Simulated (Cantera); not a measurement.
# Ignition delay

Mixture: CH4 : O2 : N2 = 1 : 1.67 : 6.27 (molar parts), equivalence ratio 1.2, at 420000 Pa, adiabatic and at constant pressure. Ignition delay is the time to a rise of 400 K.

Detailed kinetics in Cantera: GRI-Mech 3.0 (53 species, 325 reactions).

```json
[
 {"T0 (K)": "1075", "delay (ms)": "74.9"},
 {"T0 (K)": "1175", "delay (ms)": "18.3"},
 {"T0 (K)": "1275", "delay (ms)": "5.09"},
 {"T0 (K)": "1375", "delay (ms)": "1.58"},
 {"T0 (K)": "1475", "delay (ms)": "0.540"},
 {"T0 (K)": "1575", "delay (ms)": "0.202"}
]
```

| Quantity | Result |
|---|---|
| apparent activation energy between 1375 and 1575 K | 190 kJ/mol |
